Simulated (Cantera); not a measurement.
Charge: 1 mol Si, a varied amount of Br2, at 875 K and 46000 Pa.

These are equilibrium values from Cantera (NASA tables, ideal gas, pure condensed phases), not measurements of a reactor. Candidate condensed phases: Br2, Si; 9 gas species. Equilibrium is a limit: real reactors are often held back by kinetics, nucleation or transport.

What share of the Si ends up in condensed phases as a function of n(Br2) (mol), at 0.62, 0.82, 1.1, 1.5, 2, 2.6, 3.5, 4.7, 6.3, 8.5?


| n(Br2) (mol) | Si condensed (%) | as |
|---|---|---|
| 0.62 | 69.0 | Si(s) |
| 0.82 | 59.0 | Si(s) |
| 1.1 | 45.0 | Si(s) |
| 1.5 | 25.0 | Si(s) |
| 2 | 0.0 | - |
| 2.6 | 0.0 | - |
| 3.5 | 0.0 | - |
| 4.7 | 0.0 | - |
| 6.3 | 0.0 | - |
| 8.5 | 0.0 | - |
